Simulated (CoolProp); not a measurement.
Vapour-liquid equilibrium of acetone (1) + p-xylene (2) at 8.45 bar; x and y are mole fractions of (1).

Values from CoolProp's multi-fluid Helmholtz-energy mixture model, Lemmon 2006 and Zhou 2012; pair parameters Bell 2016.

| x | bubble temperature (K) | y at the bubble point | dew temperature at overall composition x (K) | liquid density (mol/L) |
|---|---|---|---|---|
| 0.05 | 498.6 | 0.219 | 510.1 | 6.259 |
| 0.2 | 466.8 | 0.592 | 499.9 | 6.969 |
| 0.35 | 447.8 | 0.754 | 488.6 | 7.608 |
| 0.5 | 435.2 | 0.842 | 475.8 | 8.255 |
| 0.65 | 425.6 | 0.901 | 460.5 | 8.961 |
| 0.8 | 417.7 | 0.947 | 441.4 | 9.768 |
| 0.95 | 410.6 | 0.987 | 417.1 | 10.72 |

No azeotrope shows between x = 0.05 and 0.95.

The pair parameters rest on a limited set of measurements; away from them the model extrapolates.
